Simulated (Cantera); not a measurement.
Input (Python, Cantera) and output of one run.

```python
import numpy as np
import cantera as ct

gas_names = [...]  # 87 gases of nasa_gas.yaml made of C, H, Si
cond_names = """
    C(gr) C6H6(L) C7H8(L) C8H18(L),n-octa Si(cr) Si(L) SiC(b)
""".split()


# ... load() reads the species with a 1 bar reference pressure and builds the phases ...
atoms = {
    'SiC': {'Si': 1, 'C': 1},
    'Si': {'Si': 1},
    'H2': {'H': 2},
}
top_T = {'C(gr)': 4500, 'SiC(b)': 3050}  # K; cautious upper limits of use, not melting points


# ... equilibrate(T, P, feed) seeds the gas with the atoms and calls Mixture.equilibrate('TP', solver="vcs", rtol=1e-11, max_steps=5000) ...
results = []
feed = {'SiC': 1, 'Si': 0.081, 'H2': 4.5}  # mol
P = 25000  # Pa
for T in [1623, 1673, 1723, 1773, 1823, 1873, 1923, 1973, 2023, 2073, 2123, 2173, 2223]:
    mix = equilibrate(T, P, feed)
    results.append((T, P, feed, dict(zip(mix.species_names, mix.species_moles))))

top = {s: max(r[3][s] / sum(r[3][g] for g in gas_names) for r in results) for s in gas_names}
cols = sorted((s for s in top if top[s] > 0.001), key=lambda s: -top[s])[:9]
seen = [c for c in cond_names if any(r[3].get(c, 0) > 1e-12 for r in results)]
print("log10 of partial pressures in bar; condensed amounts in mol")
print(f"{'T/K':>10s}" + "".join(f"{s[:9]:>10s}" for s in cols + seen))
for T, P, feed, n in results:
    ng = sum(n[g] for g in gas_names)
    print(f"{T:10.4g}" + "".join(f"{np.log10(max(n[s] / ng * P / 1e5, 1e-99)):10.3f}" for s in cols)
          + "".join(f"{n.get(c, 0):10.4g}" for c in seen))
```

Output:

```
log10 of partial pressures in bar; condensed amounts in mol
       T/K        H2         H        Si    Si(cr)     Si(L)    SiC(b)
      1623    -0.602    -4.461    -6.806   0.08098         0         1
      1673    -0.602    -4.245    -6.379   0.08095         0         1
      1723    -0.602    -4.040    -6.007         0   0.08091         1
      1773    -0.602    -3.847    -5.672         0   0.08085         1
      1823    -0.602    -3.664    -5.355         0   0.08074         1
      1873    -0.603    -3.491    -5.055         0   0.08057         1
      1923    -0.603    -3.327    -4.770         0   0.08028         1
      1973    -0.603    -3.172    -4.501         0   0.07983    0.9999
      2023    -0.604    -3.023    -4.245         0    0.0791    0.9999
      2073    -0.605    -2.882    -4.001         0   0.07793    0.9998
      2123    -0.606    -2.748    -3.770         0   0.07611    0.9997
      2173    -0.607    -2.620    -3.548         0   0.07327    0.9995
      2223    -0.609    -2.498    -3.337         0   0.06892    0.9991
```

Cantera equilibrium calculation (NASA polynomials, part measured and part estimated; ideal gas, pure solids and liquids). Mutual solubility and eutectic melting of coexisting phases are not modelled. Gases not in the tables: Si2H6 and higher silanes.
